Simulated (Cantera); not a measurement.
Ignition delay

Mixture: 9.51 % CH4, 6.57 % CO, 17.1 % O2, 64.5 % N2, 2.28 % H2O, at 2630 Torr, adiabatic and at constant pressure. Ignition delay is the time to a rise of 400 K.

Cantera simulation using GRI-Mech 3.0 (53 species, 325 reactions); the numbers are that mechanism's predictions, not measurements.

```
T0 (K)  delay (ms)
------  ----------
1000           821
1100           134
1200          27.6
1300          6.74
1400          1.89
1500         0.595
```

```
Quantity                                                Result
--------------------------------------------------  ----------
apparent activation energy between 1300 and 1500 K  200 kJ/mol
```
